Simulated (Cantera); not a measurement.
**Thermodynamics of abatement and gas-phase synthesis, feed CO2 + O2 + H2**

Charge: 1 mol CO2, 0.024 mol O2, a varied amount of H2, at 2750 K and 0.120 bar.

These are equilibrium values from Cantera (NASA tables, ideal gas, pure condensed phases), not measurements of a reactor. Candidate condensed phases: C, C6H6, C7H8, C8H18, H2O; 110 gas species. Rates play no part.

```csv
n(H2) (mol),log p H2,log p CO,log p H2O,log p CO2,log p H,log p OH,log p O2,log p O
0.59,-2.17,-1.37,-1.57,-1.61,-2.25,-2.23,-2.31,-2.51
2,-1.45,-1.48,-1.51,-2.38,-1.89,-2.53,-3.63,-3.17
3.4,-1.27,-1.62,-1.64,-2.84,-1.80,-2.75,-4.25,-3.48
4.8,-1.19,-1.74,-1.75,-3.13,-1.76,-2.89,-4.62,-3.66
6.2,-1.15,-1.83,-1.84,-3.36,-1.74,-3.00,-4.88,-3.79
7.7,-1.12,-1.91,-1.92,-3.54,-1.73,-3.10,-5.09,-3.90
9.1,-1.10,-1.97,-1.98,-3.69,-1.72,-3.17,-5.25,-3.98
10,-1.10,-2.01,-2.02,-3.77,-1.71,-3.21,-5.34,-4.02
12,-1.08,-2.08,-2.09,-3.92,-1.71,-3.29,-5.51,-4.11
13,-1.07,-2.11,-2.12,-3.99,-1.70,-3.32,-5.59,-4.15
15,-1.07,-2.17,-2.18,-4.12,-1.70,-3.38,-5.72,-4.21
16,-1.06,-2.19,-2.20,-4.17,-1.70,-3.41,-5.78,-4.24
```
log p: log10 of the partial pressure in bar; nothing condenses.

From 0.59 mol H2 to 16 mol H2 nothing is condensed. The main C-bearing gas is CO throughout.
